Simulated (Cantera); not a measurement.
Cantera run:

```python
import numpy as np
import cantera as ct

gas_names = [...]  # 118 gases of nasa_gas.yaml made of C, Cl, F, H
cond_names = """
    C(gr) C6H6(L) C7H8(L) C8H18(L),n-octa
""".split()


# ... load() reads the species with a 1 bar reference pressure and builds the phases ...
atoms = {
    'c-C4F8': {'C': 4, 'F': 8},
    'HCl': {'H': 1, 'CL': 1},
    'H2': {'H': 2},
}
top_T = {'C(gr)': 4500}  # K; cautious upper limits of use, not melting points


# ... equilibrate(T, P, feed) seeds the gas with the atoms and calls Mixture.equilibrate('TP', solver="vcs", rtol=1e-11, max_steps=5000) ...
results = []
feed = {'c-C4F8': 1, 'HCl': 0.1, 'H2': 3.2}  # mol
T = 3375  # K
P = 100000  # Pa
mix = equilibrate(T, P, feed)
results.append((T, P, feed, dict(zip(mix.species_names, mix.species_moles))))
x = sorted(zip(gas.X, gas.species_names), reverse=True)
print(f"T = {T:g} K  P = {P:g} Pa  gas = {mix.phase_moles(0):.4g} mol")
print("   x: " + "  ".join(f"{s} {v:.3e}" for v, s in x if v > 0.0001))
print("   condensed (mol): " + ("  ".join(f"{mix.phase(i).name} {mix.phase_moles(i):.4g}"
      for i in range(1, mix.n_phases) if mix.phase_moles(i) > 1e-12) or "none"))
```

Result:

```
T = 3375 K  P = 100000 Pa  gas = 8.169 mol
   x: HF 7.786e-01  F 1.306e-01  CF 2.996e-02  CF2 1.982e-02  H 1.310e-02  CL 1.110e-02  C3 1.071e-02  C 1.203e-03  C2 1.171e-03  HCL 1.124e-03  H2 8.848e-04  C2H 5.890e-04  C5 5.375e-04  C2HF 1.902e-04  C2H2,acetylene 1.443e-04
   condensed (mol): C(gr) 3.26
```

Method: chemical equilibrium by Gibbs-energy minimisation in Cantera with the NASA 1993 tables (ideal gas, pure condensed phases). The feed counts by its element totals alone.
